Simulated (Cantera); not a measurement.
A freely propagating, adiabatic, planar premixed flame of C₂H₆ : O₂ : N₂ : H₂O = 1 : 2.5 : 9.4 : 0.38 (molar parts), equivalence ratio 1.4, unburnt at 325 K and 37000 Pa; mixture-averaged transport, grid criteria slope 0.08 and curve 0.16, no radiation.

Detailed kinetics in Cantera: GRI-Mech 3.0 (53 species, 325 reactions). Burning velocities carry a grid error of a few per cent, more on coarse grids.

Question: What does this change do: inlet temperature 325 to 523 K?

Answer: 
```
quantity                     before      after
------------------------  ---------  ---------
laminar burning velocity  35.5 cm/s  86.5 cm/s
thermal thickness           1.22 mm   0.935 mm
peak x(H₂)                   0.0571     0.0567
peak x(CO)                   0.0907     0.0940
peak x(CH₂O)                0.00208    0.00232
```
